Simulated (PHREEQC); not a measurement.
Buffer (model solution)

A solution holds 0.012 mol/kgw KHCO3, 0.00027 mol/kgw Na2SO4 and 0.0012 mol/kgw LiCl, at 25 °C. Closed to the air; pH follows from the charge balance.

Model: ion-association model, wateq4f.dat, run in PHREEQC.

```yaml
pH: 8.23
ionic_strength: 0.0141 mol/kgw
total_alkalinity: 12.0 meq/kg
```

```tsv
species	molality	activity	log γ
K+	0.0120	0.0106	-0.053
HCO3-	0.0117	0.0104	-0.050
Cl-	0.00120	0.00106	-0.053
Li+	0.00120	0.00107	-0.049
Na+	0.000536	0.000476	-0.051
SO4-2	0.000255	0.000160	-0.203
CO2	0.000136	0.000137	0.001
CO3-2	0.000133	8.42e-5	-0.200
KSO4-	1.34e-5	1.19e-5	-0.050
NaHCO3	2.79e-6	2.80e-6	0.001
OH-	1.94e-6	1.72e-6	-0.053
LiSO4-	8.40e-7	7.48e-7	-0.051
NaCO3-	8.38e-7	7.47e-7	-0.050
```

Precipitation was switched off in this run. Complexes and solids missing from the database can't appear.
